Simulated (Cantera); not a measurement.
What does this Cantera script print?

```python
import numpy as np
import cantera as ct

gas_names = """
    CL CLO CL2 Fe FeCL FeCL2 FeCL3 FeO Fe(OH)2 Fe2CL4 Fe2CL6 H HCL HOCL HO2 H2 H2O H2O2 O OH O2 O3
""".split()
cond_names = """
    Fe(a) Fe(c) Fe(d) Fe(L) FeCL2(s) FeCL2(L) FeCL3(s) FeCL3(L) FeO(s) FeO(L) Fe(OH)2(s) Fe(OH)3(s)
    Fe2O3(s) Fe3O4(s) H2O(s) H2O(L)
""".split()


def load(file, names, dense=False):
    # The tables refer to 1 bar. Condensed volumes are neglected.
    table = {s.name: s for s in ct.Species.list_from_file(file)}
    out = []
    for n in names:
        d = dict(table[n].input_data)
        d["thermo"] = dict(d["thermo"], **{"reference-pressure": 1e5})
        if dense:
            d["equation-of-state"] = {"model": "constant-volume", "density": "1e6 g/cm^3"}
        out.append(ct.Species.from_dict(d))
    return out


gas = ct.Solution(thermo="ideal-gas", species=load("nasa_gas.yaml", gas_names))
cond = {s.name: ct.Solution(thermo="fixed-stoichiometry", species=[s], name=s.name)
        for s in load("nasa_condensed.yaml", cond_names, dense=True)}
atoms = {
    'Fe2O3': {'Fe': 2, 'O': 3},
    'HCl': {'H': 1, 'CL': 1},
    'H2': {'H': 2},
}
top_T = {'Fe2O3(s)': 1830, 'Fe3O4(s)': 1870}  # K; cautious upper limits of use, not melting points


def equilibrate(T, P, feed):
    n = {}
    for name, mol in feed.items():
        for a, k in atoms[name].items():
            n[a] = n.get(a, 0.0) + k * mol
    gas.TPX = T, P, n
    mass = sum(n.values()) * gas.mean_molecular_weight
    gas.equilibrate("TP")
    valid = [c for c in cond.values() if c.min_temp <= T <= top_T.get(c.name, c.max_temp)]
    mix = ct.Mixture([(gas, mass / gas.mean_molecular_weight)] + [(c, 0.0) for c in valid])
    mix.T, mix.P = T, P
    mix.equilibrate("TP", solver="vcs", rtol=1e-11, max_steps=5000)
    return mix


results = []
feed = {'Fe2O3': 1, 'HCl': 0.49, 'H2': 0.036}  # mol
T = 1298.15  # K
for P in [1000, 2200, 4600, 10000, 22000, 46000, 100000, 220000, 460000, 1000000]:
    mix = equilibrate(T, P, feed)
    results.append((T, P, feed, dict(zip(mix.species_names, mix.species_moles))))

top = {s: max(r[3][s] / sum(r[3][g] for g in gas_names) for r in results) for s in gas_names}
cols = sorted((s for s in top if top[s] > 0.0001), key=lambda s: -top[s])[:5]
seen = [c for c in cond_names if any(r[3].get(c, 0) > 1e-12 for r in results)]
print("log10 of partial pressures in bar; condensed amounts in mol")
print(f"{'P/Pa':>10s}" + "".join(f"{s[:9]:>10s}" for s in cols + seen))
for T, P, feed, n in results:
    ng = sum(n[g] for g in gas_names)
    print(f"{P:10.4g}" + "".join(f"{np.log10(max(n[s] / ng * P / 1e5, 1e-99)):10.3f}" for s in cols)
          + "".join(f"{n.get(c, 0):10.4g}" for c in seen))
```

Output:

```
log10 of partial pressures in bar; condensed amounts in mol
      P/Pa       HCL       H2O     FeCL2     FeCL3        CL  Fe2O3(s)  Fe3O4(s)
      1000    -2.104    -2.856    -3.198    -4.542    -4.382    0.9147   0.04524
      2200    -1.761    -2.510    -2.858    -4.032    -4.213    0.9178   0.04301
      4600    -1.441    -2.185    -2.544    -3.561    -4.056    0.9187   0.04223
     1e+04    -1.106    -1.841    -2.217    -3.070    -3.892    0.9185   0.04223
   2.2e+04    -0.766    -1.489    -1.889    -2.578    -3.728    0.9172   0.04281
   4.6e+04    -0.449    -1.156    -1.587    -2.126    -3.577    0.9153   0.04375
     1e+05    -0.116    -0.803    -1.276    -1.659    -3.422    0.9126   0.04503
   2.2e+05     0.220    -0.439    -0.968    -1.197    -3.267    0.9095   0.04648
   4.6e+05     0.532    -0.094    -0.688    -0.776    -3.127    0.9062   0.04779
     1e+06     0.859     0.274    -0.403    -0.349    -2.985    0.9027   0.04892
```

Cantera equilibrium calculation (NASA polynomials, part measured and part estimated; ideal gas, pure solids and liquids). Mutual solubility and eutectic melting of coexisting phases are not modelled.
